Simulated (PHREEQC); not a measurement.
Consider water at 20 °C with 0.011 mol/kgw TMAH, 0.00029 mol/kgw K2SO4 and 0.016 mol/kgw KH2PO4. It is in equilibrium with CO2 at log p = -2 (atm). Otherwise closed; pH follows from the charge balance.

Computed with PHREEQC (ion-association model, phreeqc.dat).

No solid was allowed to form.

Task: Order these P species by the share of P that they hold, largest first: H2PO4-, KHPO4-, HPO4-2.

Result: HPO4-2 (54 %), H2PO4- (45 %), KHPO4- (0.86 %)

The pH is 7.07 and the ionic strength 0.0363 mol/kgw. (CH3)4N+ isn't in the database: it is added as a free cation with an ion size of 4 Å.
